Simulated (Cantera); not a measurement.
Input: 1 mol TiO2, 1.6 mol Cl2, 0.011 mol H2O, held at 1223 K and 1.20 bar.

Cantera equilibrium calculation (NASA polynomials, part measured and part estimated; ideal gas, pure solids and liquids). Candidate condensed phases: H2O, Ti, TiCl2, TiCl3, TiCl4, TiO, TiO2, Ti2O3, Ti3O5, Ti4O7; 23 gas species. Equilibrium is a limit: real reactors are often held back by kinetics, nucleation or transport.

Base state: Cl2 0.971, HCl 0.0136, O2 0.00695, Cl 0.00538, TiCl4 0.00356, ClO 1.85e-5 (mole fractions); condensed: TiO2(rutile).

Q: What changes in the equilibrium state with this change: TiO2 replaced by Fe2O3?

A: 
```tsv
species	before	after
Cl2	0.971	0.651
FeCl3	0	0.174
O2	0.00695	0.146
HCl	0.0136	0.0129
TiCl4	0.00356	0
FeCl2	0	0.00789
Fe2Cl6	0	0.00376
TiO2(rutile), mol	0.994	0
Fe2O3(s), mol	0	0.839
```
Further candidate phases: Fe, FeCl2, FeCl3, FeO, Fe(OH)2, Fe(OH)3, Fe2O3, Fe3O4.

Q: What changes in the equilibrium state with this change: temperature from 1223 K to 1675 K?

A: 
```tsv
species	before	after
Cl2	0.971	0.772
Cl	0.00538	0.135
O2	0.00695	0.0413
TiCl4	0.00356	0.0384
HCl	0.0136	0.0127
TiOCl2	3.31e-9	3.03e-5
TiCl3	4.69e-9	1.96e-5
ClO	1.85e-5	0.000603
TiO2(rutile), mol	0.994	0.933
```

Q: What changes in the equilibrium state with this change: TiO2 replaced by Fe3O4?

A: 
```csv
species,before,after
Cl2,0.971,0.611
FeCl3,0,0.279
O2,0.00695,0.0684
FeCl2,0,0.0130
HCl,0.0136,0.0148
TiCl4,0.00356,0
Fe2Cl6,0,0.00964
Fe2Cl4,0,0.000103
ClO,1.85e-5,4.61e-5
"TiO2(rutile), mol",0.994,0
"Fe2O3(s), mol",0,1.27
```
Further candidate phases: Fe, FeCl2, FeCl3, FeO, Fe(OH)2, Fe(OH)3, Fe2O3, Fe3O4.
